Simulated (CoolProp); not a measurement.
Vapour-liquid equilibrium of R125 (1) + R245fa (2) at 254 K; x and y are mole fractions of (1).

Model: multi-fluid Helmholtz-energy mixture model, Lemmon 2005 and Akasaka 2015; pair parameters Bell 2016, in CoolProp.

```tsv
x	bubble pressure (MPa)	y at the bubble point	dew pressure at overall composition x (MPa)	liquid density (mol/L)
0.05	0.03967	0.502	0.02158	10.89
0.125	0.06682	0.722	0.02335	10.97
0.2	0.09252	0.813	0.02544	11.06
0.275	0.1171	0.863	0.02793	11.14
0.35	0.1410	0.895	0.03096	11.22
0.425	0.1643	0.918	0.03473	11.30
0.5	0.1874	0.936	0.03954	11.37
0.575	0.2104	0.950	0.04587	11.44
0.65	0.2335	0.961	0.05461	11.51
0.725	0.2569	0.971	0.06739	11.56
0.8	0.2807	0.980	0.08783	11.61
0.875	0.3052	0.988	0.1253	11.65
0.95	0.3306	0.995	0.2111	11.68
```

No azeotrope shows between x = 0.05 and 0.95.

Pair parameters are fitted to limited data, so mixtures are less certain than the pure fluids. The gap from Raoult's law changes sign with composition, which may be real or a fault of the pair parameters; it wasn't checked against measurements.
